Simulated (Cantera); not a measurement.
A perfectly stirred reactor is fed with 20.3 % CO, 15.0 % H2, 11.0 % O2, 41.4 % N2, 12.2 % H2O, equivalence ratio 1.6, at 3750 Torr; it is adiabatic with a 625 K inlet, and is followed from long to short residence time, starting on the burning branch (τ in s: 0.021, 0.012, 0.0066, 0.0037, 0.0021, 0.0012, 0.00066, 0.00037, 0.00021, 0.00012, 6.5e-05).

Detailed kinetics in Cantera: GRI-Mech 3.0 (53 species, 325 reactions). The hydrogen kinetics of GRI-Mech 3.0 are dated; newer H2 mechanisms differ, most at raised pressure.

Predict: blow-out, bracketed by the residence times tried; x(CO) at τ = 21.0 ms; x(H2) at τ = 21.0 ms; x(O2) at τ = 21.0 ms; x(OH) at τ = 21.0 ms; x(H2O2) at τ = 21.0 ms; x(CO) at τ = 1.20 ms; x(H2) at τ = 1.20 ms; x(O2) at τ = 1.20 ms; x(OH) at τ = 1.20 ms; x(H2O2) at τ = 1.20 ms.


```json
{
  "blow_out_bracketed_by_the_residence_times_tried": "burning at 65.0 µs, the shortest tried",
  "x(CO) at τ = 21.0 ms": "0.107",
  "x(H2) at τ = 21.0 ms": "0.0423",
  "x(O2) at τ = 21.0 ms": "0.000107",
  "x(OH) at τ = 21.0 ms": "0.00105",
  "x(H2O2) at τ = 21.0 ms": "2.80e-8",
  "x(CO) at τ = 1.20 ms": "0.107",
  "x(H2) at τ = 1.20 ms": "0.0427",
  "x(O2) at τ = 1.20 ms": "0.000785",
  "x(OH) at τ = 1.20 ms": "0.00299",
  "x(H2O2) at τ = 1.20 ms": "1.81e-7"
}
```
